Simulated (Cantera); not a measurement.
## Equilibrium for hydrogen reduction and annealing atmospheres: ZrO2 + H2 + N2

Feed: 1 mol ZrO2, 37 mol H2, a varied amount of N2, equilibrated at 0.000300 bar.

Equilibrium computed with Cantera from the NASA thermochemical tables; the gas is ideal and each condensed phase is pure. Candidate condensed phases: H2O, Zr, ZrN, ZrO2; 28 gas species. Mutual solubility and eutectic melting of coexisting phases are not modelled. ZrN: taken at fixed stoichiometry. Condensed phases not in the tables: solid solutions among these carbides, nitrides and lower oxides. Equilibrium is a limit: real reactors are often held back by kinetics, nucleation or transport.

Stable condensed phases:

```
T in K \ n(N2) in mol
         4.2 5.2 6.6 8.3  11  13  17  21  27  34  42  53
   1673    A   B   B   B   B   B   B   B   B   B   B   B
   1648    A   A   A   A   B   B   B   B   B   B   B   B
   1623    A   A   A   A   A   A   A   B   B   B   B   B
   1598    A   A   A   A   A   A   A   A   A   A   A   B
   1573    A   A   A   A   A   A   A   A   A   A   A   A
   1548    A   A   A   A   A   A   A   A   A   A   A   A
   1523    A   A   A   A   A   A   A   A   A   A   A   A
   1498    A   A   A   A   A   A   A   A   A   A   A   A
   1473    A   A   A   A   A   A   A   A   A   A   A   A
   1448    A   A   A   A   A   A   A   A   A   A   A   A
   1423    A   A   A   A   A   A   A   A   A   A   A   A
   1398    A   A   A   A   A   A   A   A   A   A   A   A
   1373    A   A   A   A   A   A   A   A   A   A   A   A
   1348    A   A   A   A   A   A   A   A   A   A   A   A
```

A: ZrO2; B: ZrN + ZrO2.
